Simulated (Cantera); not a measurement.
Feed: 1 mol FeS, 0.31 mol H₂S, 9.5 mol N₂, held at 101000 Pa.

Equilibrium computed with Cantera from the NASA thermochemical tables; the gas is ideal and each condensed phase is pure. Candidate condensed phases: Fe, FeS, FeS₂, S; 16 gas species. FeS: taken at fixed stoichiometry. Gases not in the tables: S₃ to S₇. Kinetics and transport are ignored.

x: gas mole fraction; n: condensed amount in mol.

```csv
T (°C),x N₂,x H₂S,x H₂,x S₂,x SH,x S,x H,n FeS(s),n FeS(l)
675,0.967,0.0286,0.00299,0.00149,1.06e-6,6.39e-11,(withheld),1.00,0
775,0.966,0.0257,0.00576,0.00288,5.03e-6,1.21e-9,(withheld),1.00,0
875,0.964,0.0220,0.00946,0.00472,1.74e-5,1.35e-8,(withheld),1.00,0
975,0.962,0.0178,0.0136,0.00679,4.67e-5,9.95e-8,(withheld),1.00,0
1075,0.960,0.0137,0.0176,0.00877,0.000103,5.33e-7,(withheld),1.00,0
1175,0.958,0.0102,0.0210,0.0104,0.000194,2.21e-6,(withheld),1.00,0
1275,0.957,0.00746,0.0236,0.0117,0.000324,7.51e-6,(withheld),0,1.00
1375,0.956,0.00545,0.0255,0.0126,0.000496,2.17e-5,(withheld),0,1.000
1475,0.955,0.00401,0.0268,0.0132,0.000708,5.50e-5,(withheld),0,1.000
1575,0.955,0.00299,0.0276,0.0135,0.000960,0.000125,(withheld),0,1.000
```

**Question.** Complete the blanks.

**Answer.** 
- 675, x H: 2.85e-11
- 775, x H: 5.83e-10
- 875, x H: 6.92e-9
- 975, x H: 5.41e-8
- 1075, x H: 3.05e-7
- 1175, x H: 1.33e-6
- 1275, x H: 4.70e-6
- 1375, x H: 1.41e-5
- 1475, x H: 3.71e-5
- 1575, x H: 8.76e-5
